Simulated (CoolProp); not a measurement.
A Linde-Hampson liquefier for ethane: isothermal reversible compression at 320 K from 1 atm to 15 MPa, throttling to 1 atm, return gas leaving the recuperator 2 K below the feed. Each further row changes one setting.

Model: reference Helmholtz-energy equation of state, Bücker 2006, in CoolProp.

```tsv
case	liquid yield per pass	compression work (kJ/kg of gas)
as stated	0.454	353
high pressure 30 MPa	?	?
warm-end temperature 350 K	?	?
warm-end gap 7 K	0.447	353
```

Problem. Fill in the missing entries.

Solution. 
- high pressure 30 MPa, liquid yield per pass: 0.464
- high pressure 30 MPa, compression work (kJ/kg of gas): 390
- warm-end temperature 350 K, liquid yield per pass: 0.356
- warm-end temperature 350 K, compression work (kJ/kg of gas): 414
